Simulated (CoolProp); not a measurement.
Vapour-liquid equilibrium of methanol (1) + isohexane (2) at 2.89 bar; x and y are mole fractions of (1).

The numbers come from the multi-fluid Helmholtz-energy mixture model, de Reuck 1993 and Lemmon 2006; pair parameters Bell 2016 in CoolProp.

Task: Give the bubble temperature and the first vapour's composition at x = 0.05, 0.5, 0.575. Is there an azeotrope?

Result: x = 0.05: 89.0 °C, y = 0.205; x = 0.5: 77.9 °C, y = 0.495; x = 0.575: 77.9 °C, y = 0.498. y crosses x between x = 0.425 and 0.5: the model has an azeotrope there.

The pair parameters rest on a limited set of measurements; away from them the model extrapolates. With so large a gap from Raoult's law the liquid may split in two, which this calculation doesn't test in full.
